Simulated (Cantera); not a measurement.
An isothermal, constant-pressure homogeneous reactor starts with N2O : O2 = 1 : 1.3 (molar parts), at 1198 K and 120 Torr. Integrator tolerance rtol = 1e-08.

Computed with Cantera and GRI-Mech 3.0 (53 species, 325 reactions). GRI-Mech 3.0 was tuned for natural gas; its chemistry of N2O as a main component is partial and can be far from experiment. The mechanism lacks the step 2 NO + O2 → 2 NO2, which can matter for NO2 below about 1400 K. The temperature is held fixed by assumption; the heat of reaction is taken as removed at once.

Task: What does this change do: 0.014 parts H2O added?

Result: 
| quantity | before | after |
|---|---|---|
| x(N2O) at 1.00 s | 0.388 (gas-phase equilibrium 4.31e-9) | 0.384 (gas-phase equilibrium 4.27e-9) |
| x(O2) at 1.00 s | 0.572 (gas-phase equilibrium 0.643) | 0.568 (gas-phase equilibrium 0.640) |
| x(NO2) at 1.00 s | 7.62e-6 (gas-phase equilibrium 2.71e-6) | 0.000123 (gas-phase equilibrium 2.69e-6) |
| x(O) at 1.00 s | 1.74e-6 (gas-phase equilibrium 4.85e-8) | 1.65e-6 (gas-phase equilibrium 4.83e-8) |
| x(NO) at 1.00 s | 0.00397 (gas-phase equilibrium 0.000228) | 0.00368 (gas-phase equilibrium 0.000227) |
| x(N2) at 1.00 s | 0.0363 (gas-phase equilibrium 0.357) | 0.0373 (gas-phase equilibrium 0.355) |

Task: What does this change do: O2 1.3 to 7.6 parts?

Result: 
```csv
quantity,before,after
x(N2O) at 1.00 s,0.388 (gas-phase equilibrium 4.31e-9),0.105 (gas-phase equilibrium 1.56e-9)
x(O2) at 1.00 s,0.572 (gas-phase equilibrium 0.643),0.884 (gas-phase equilibrium 0.890)
x(NO2) at 1.00 s,7.62e-6 (gas-phase equilibrium 2.71e-6),2.23e-6 (gas-phase equilibrium 2.08e-6)
x(O) at 1.00 s,1.74e-6 (gas-phase equilibrium 4.85e-8),1.74e-6 (gas-phase equilibrium 5.70e-8)
x(NO) at 1.00 s,0.00397 (gas-phase equilibrium 0.000228),0.00108 (gas-phase equilibrium 0.000149)
x(N2) at 1.00 s,0.0363 (gas-phase equilibrium 0.357),0.00984 (gas-phase equilibrium 0.110)
```
